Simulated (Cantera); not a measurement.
# Ignition delay

Mixture: 19.1 % CO, 5.15 % H₂, 15.9 % O₂, 59.9 % N₂, equivalence ratio 0.76, at 0.510 bar, adiabatic and at constant volume. Ignition delay is the time to a rise of 400 K.

Model: GRI-Mech 3.0 (53 species, 325 reactions), integrated in Cantera. Where the delays flatten at high temperature, the 400 K rule measures the pace of heat release, not the induction time.

```json
[
 {"T0 (K)": "1300", "delay (ms)": "0.128"},
 {"T0 (K)": "1375", "delay (ms)": "0.113"},
 {"T0 (K)": "1450", "delay (ms)": "0.105"},
 {"T0 (K)": "1525", "delay (ms)": "0.103"},
 {"T0 (K)": "1600", "delay (ms)": "0.107"},
 {"T0 (K)": "1675", "delay (ms)": "0.114"},
 {"T0 (K)": "1750", "delay (ms)": "0.124"},
 {"T0 (K)": "1825", "delay (ms)": "0.137"},
 {"T0 (K)": "1900", "delay (ms)": "0.153"}
]
```
